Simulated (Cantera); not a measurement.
Input (Python, Cantera) and output of one run.

```python
import numpy as np
import cantera as ct

gas_names = """
    CL CL2 H HCL H2 N NH NH2 NH3 N2 N2H2 N2H4 Si SiCL SiCL2 SiCL3 SiCL4 SiH SiHCL3 SiH2 SiH2CL2 SiH3
    SiH3CL SiH4 SiN Si2 Si2N Si3
""".split()
cond_names = """
    NH4CL(a) NH4CL(b) Si(cr) Si(L) Si3N4(a)
""".split()


# ... load() reads the species with a 1 bar reference pressure and builds the phases ...
atoms = {
    'SiH4': {'Si': 1, 'H': 4},
    'HCl': {'H': 1, 'CL': 1},
    'N2': {'N': 2},
}
top_T = {'Si3N4(a)': 2400}  # K; cautious upper limits of use, not melting points


# ... equilibrate(T, P, feed) seeds the gas with the atoms and calls Mixture.equilibrate('TP', solver="vcs", rtol=1e-11, max_steps=5000) ...
results = []
feed = {'SiH4': 1, 'HCl': 0.074, 'N2': 15}  # mol
T = 925  # K
P = 41000  # Pa
mix = equilibrate(T, P, feed)
results.append((T, P, feed, dict(zip(mix.species_names, mix.species_moles))))
x = sorted(zip(gas.X, gas.species_names), reverse=True)
print(f"T = {T:g} K  P = {P:g} Pa  gas = {mix.phase_moles(0):.4g} mol")
print("   x: " + "  ".join(f"{s} {v:.3e}" for v, s in x if v > 0.0001))
print("   condensed (mol): " + ("  ".join(f"{mix.phase(i).name} {mix.phase_moles(i):.4g}"
      for i in range(1, mix.n_phases) if mix.phase_moles(i) > 1e-12) or "none"))
```

It prints:

```
T = 925 K  P = 41000 Pa  gas = 16.41 mol
   x: N2 8.736e-01  H2 1.219e-01  HCL 4.510e-03
   condensed (mol): Si3N4(a) 0.3333
```

Equilibrium computed with Cantera from the NASA thermochemical tables; the gas is ideal and each condensed phase is pure. N2 is the only nitrogen source here; it is nearly inert below about 1500 K, so the nitride shown seldom forms there in practice.
